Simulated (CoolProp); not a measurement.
Aqueous ammonia as a coolant, at 4 °C, 1 atm.

The numbers come from the Melinder's fits for secondary coolants in CoolProp.

```
mass %  freezing point (°C)  Prandtl number  conductivity (W/(m K))  cp (kJ/(kg K))  viscosity (mPa s)
------  -------------------  --------------  ----------------------  --------------  -----------------
3.9                    -4.6            13.1                   0.540           4.206               1.69
6.8                    -8.6            13.8                   0.523           4.208               1.71
9.6                   -12.9            14.5                   0.506           4.212               1.75
12.4                  -17.9            15.6                   0.490           4.215               1.81
15.2                  -23.7            16.8                   0.474           4.219               1.89
18                    -30.6            18.0                   0.460           4.223               1.96
20.8                  -39.0            18.8                   0.448           4.228               2.00
23.6                  -49.4            19.2                   0.438           4.233               1.99
26.4                  -62.3            19.4                   0.430           4.240               1.97
29.3                  -79.3            20.2                   0.421           4.248               2.00
```
